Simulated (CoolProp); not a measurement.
Properties of diethyl ether along the isobar 3990 kPa.

Computed with CoolProp (reference Helmholtz-energy equation of state, Thol 2014).

| T (°C) | phase | density (kg/m³) | cv (kJ/(kg K)) | Joule-Thomson coefficient (K/MPa) | isothermal compressibility (1/MPa) | expansivity (1/kK) |
|---|---|---|---|---|---|---|
| 115.75 | liquid | 596.6 | 1.982 | 0.004273 | 0.006127 | 2.589 |
| 127.95 | liquid | 577.1 | 2.017 | 0.1003 | 0.007740 | 2.892 |
| 140.25 | liquid | 555.6 | 2.055 | 0.2319 | 0.01016 | 3.309 |
| 152.45 | liquid | 531.8 | 2.095 | 0.4216 | 0.01403 | 3.914 |
| 164.65 | liquid | 504.2 | 2.141 | 0.7260 | 0.02109 | 4.901 |
| 176.95 | liquid | 469.7 | 2.195 | 1.312 | 0.03739 | 6.897 |
| 189.15 | liquid | 419.2 | 2.270 | 2.945 | 0.1020 | 13.44 |
| 201.45 | supercritical | 200.0 | 2.413 | 17.11 | 1.754 | 76.34 |
| 213.65 | supercritical | 137.4 | 2.319 | 13.23 | 0.6196 | 16.60 |
| 225.85 | supercritical | 117.5 | 2.295 | 10.86 | 0.4779 | 10.26 |
| 238.15 | supercritical | 105.4 | 2.293 | 9.262 | 0.4154 | 7.633 |
| 250.35 | supercritical | 96.97 | 2.301 | 8.108 | 0.3794 | 6.183 |
| 262.65 | supercritical | 90.42 | 2.315 | 7.208 | 0.3553 | 5.240 |
| 274.85 | supercritical | 85.18 | 2.334 | 6.492 | 0.3382 | 4.583 |
